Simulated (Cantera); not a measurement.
## Ignition delay

Mixture: 1.93 % CH₄, 0.0985 % C₂H₆, 1.93 % C₃H₈, 16.1 % O₂, 60.6 % N₂, 19.3 % CO₂, at 2180 Torr, adiabatic and at constant pressure. Ignition delay is the time to a rise of 400 K.

Detailed kinetics in Cantera: GRI-Mech 3.0 (53 species, 325 reactions).

```
T0 (K)  delay (ms)
------  ----------
1150          11.7
1225          2.86
1300         0.799
1375         0.264
1450         0.104
1525        0.0484
1600        0.0258
1675        0.0155
1750        0.0102
1825       0.00726
```

* **apparent activation energy between 1675 and 1825 K**: 130 kJ/mol
